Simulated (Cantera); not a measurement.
Charge: 1 mol Hg, 1.9 mol H2, 0.6 mol O2, at 0.160 bar.

These are equilibrium values from Cantera (NASA tables, ideal gas, pure condensed phases), not measurements of a reactor. Candidate condensed phases: H2O, Hg, HgO; 10 gas species. The numbers say what is thermodynamically allowed, not how fast it happens.

### Question
Which condensed phases are stable at each of these points (T (K)): 475, 625, 775, 925, 1075, 1225, 1375, 1525?

### Answer
```
T (K)  condensed phases  Hg condensed (%)
-----  ----------------  ----------------
475               Hg(l)              66.0
625            gas only               0.0
775            gas only               0.0
925            gas only               0.0
1075           gas only               0.0
1225           gas only               0.0
1375           gas only               0.0
1525           gas only               0.0
```

At 475 K the condensed part is Hg(l). From 625 K to 1525 K nothing is condensed.
